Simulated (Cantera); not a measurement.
Feed: 1 mol Zr, 0.071 mol O₂, 71 mol H₂, at 1848.15 K and 5.70e-5 bar.

Cantera equilibrium calculation (NASA polynomials, part measured and part estimated; ideal gas, pure solids and liquids). Candidate condensed phases: H₂O, Zr, ZrO₂; 12 gas species. Mutual solubility and eutectic melting of coexisting phases are not modelled. Condensed phases not in the tables: N, O or C dissolved in the metal. Equilibrium is a limit: real reactors are often held back by kinetics, nucleation or transport.

Base state: H₂ 0.932, H 0.0679, ZrO 4.37e-5 (mole fractions); condensed: Zr(β) + ZrO₂(tetragonal).

Question: What changes in the equilibrium state with this change: Zr replaced by Ta(OEt)₅?

Answer: 
```
species                 before     after
---------------------  -------  --------
H₂                       0.932     0.878
H                       0.0679    0.0659
CO                           0    0.0561
ZrO                    4.37e-5         0
C₂H₂ (acetylene)             0  0.000226
Zr(β), mol               0.927         0
ZrO₂(tetragonal), mol   0.0694         0
C(graphite), mol             0      3.82
TaC(s), mol                  0      1.00
```
The feed counts by its element totals alone. TaC: taken at fixed stoichiometry. Condensed phases not in the tables: Ta₂C. Further candidate phases: C, C₆H₆, C₇H₈, C₈H₁₈, Ta, TaC, Ta₂O₅.
